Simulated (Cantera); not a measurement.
Input: 1 mol SiH2Cl2, 0.0059 mol C2H4, a varied amount of H2, at 1250 K and 1000 Pa.

These are equilibrium values from Cantera (NASA tables, ideal gas, pure condensed phases), not measurements of a reactor. Candidate condensed phases: C, C6H6, C7H8, C8H18, Si, SiC; 109 gas species. Mutual solubility and eutectic melting of coexisting phases are not modelled. The tables' values for SiCl3 are old estimates; treat these amounts as uncertain. Equilibrium is a limit: real reactors are often held back by kinetics, nucleation or transport.

log p: log10 of the partial pressure in bar; n: condensed amount in mol.

```tsv
n(H2) (mol)	log p H2	log p HCl	log p SiCl2	log p SiCl4	log p SiCl3	n Si(s)	n SiC(s)
2.6	-2.13	-2.87	-3.21	-3.49	-3.78	0.477	0.0118
4.4	-2.09	-2.92	-3.35	-3.77	-3.99	0.513	0.0118
7.3	-2.07	-3.00	-3.52	-4.10	-4.24	[?]	0.0118
12	-2.05	-3.09	-3.73	-4.52	-4.55	[?]	0.0118
20	-2.03	-3.21	-3.99	-5.03	-4.94	[?]	0.0118
34	-2.02	-3.36	-4.31	-5.68	-5.42	[?]	0.0118
57	-2.01	-3.54	-4.66	-6.39	-5.95	0.848	0.0118
95	-2.01	-3.73	-5.05	-7.16	-6.53	0.896	0.0118
160	-2.01	-3.93	-5.46	-7.99	-7.15	0.930	0.0118
260	-2.00	-4.13	-5.86	-8.79	-7.75	0.952	0.0117
440	-2.00	-4.35	-6.31	-9.68	-8.42	0.966	0.0117
740	-2.00	-4.58	-6.75	-10.56	-9.08	0.975	0.0116
1200	-2.00	-4.78	-7.16	-11.39	-9.70	0.980	0.0115
```

Problem. Complete the blanks.

Solution. 
- 7.3, n Si(s): 0.563
- 12, n Si(s): 0.627
- 20, n Si(s): 0.704
- 34, n Si(s): 0.783
